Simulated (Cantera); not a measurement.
An adiabatic, constant-pressure homogeneous reactor starts with CH4 : H2 : O2 : N2 : H2O = 1 : 0.22 : 4.29 : 16.1 : 3.2 (molar parts), equivalence ratio 0.49, at 1550 K and 240000 Pa.

Detailed kinetics in Cantera: GRI-Mech 3.0 (53 species, 325 reactions).

Predict: time of steepest temperature rise; temperature at 6.00 s; equilibrium temperature; x(H2) at 6.00 s; x(O2) at 6.00 s; x(H) at 6.00 s; x(H2O2) at 6.00 s.


* **time of steepest temperature rise**: 0.166 ms
* **temperature at 6.00 s**: 2335 K
* **equilibrium temperature**: 2335 K
* **x(H2) at 6.00 s**: 0.00123 (gas-phase equilibrium 0.00123)
* **x(O2) at 6.00 s**: 0.0819 (gas-phase equilibrium 0.0819)
* **x(H) at 6.00 s**: 0.000264 (gas-phase equilibrium 0.000264)
* **x(H2O2) at 6.00 s**: 4.57e-7 (gas-phase equilibrium 4.57e-7)
